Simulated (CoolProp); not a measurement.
Methanol along the isobar 18900 kPa: density (kg/m³) from the reference equation and from simpler models built on Tc = 240.2 °C, pc = 8216 kPa, ω = 0.565; each cubic takes its own stable root.

Values from CoolProp's reference Helmholtz-energy equation of state, de Reuck 1993.

```
T (°C)          phase  reference  van der Waals  Soave-Redlich-Kwong  Peng-Robinson
------  -------------  ---------  -------------  -------------------  -------------
197.75         liquid      618.0          322.3                443.0          498.0
207.65         liquid      601.5          316.6                    …          479.6
217.65         liquid      583.3          310.7                410.3          459.6
227.55         liquid      563.6          304.7                392.2          438.3
237.45         liquid      541.8          298.4                372.9          415.3
247.45  supercritical      517.0          291.8                351.9          390.2
257.35  supercritical      489.1          285.1                    …          363.8
267.35  supercritical      456.7          278.0                306.2          335.7
277.25  supercritical      420.4          270.8                282.2          307.3
287.15  supercritical      379.6          263.2                258.4          279.6
297.15  supercritical      334.2          255.3                235.9          253.9
307.05  supercritical      292.8          247.2                216.2          231.6
317.05  supercritical          …          238.7                199.1              …
326.95  supercritical      228.3          230.1                185.0              …
336.95  supercritical      206.3          221.3                173.0          183.7
346.85  supercritical      189.9              …                163.0          172.8
```

Q: Some entries are withheld; supply them.

A: 
- 207.65, Soave-Redlich-Kwong: 427.3
- 257.35, Soave-Redlich-Kwong: 329.8
- 317.05, reference: 257.1
- 317.05, Peng-Robinson: 212.6
- 326.95, Peng-Robinson: 196.9
- 346.85, van der Waals: 212.5
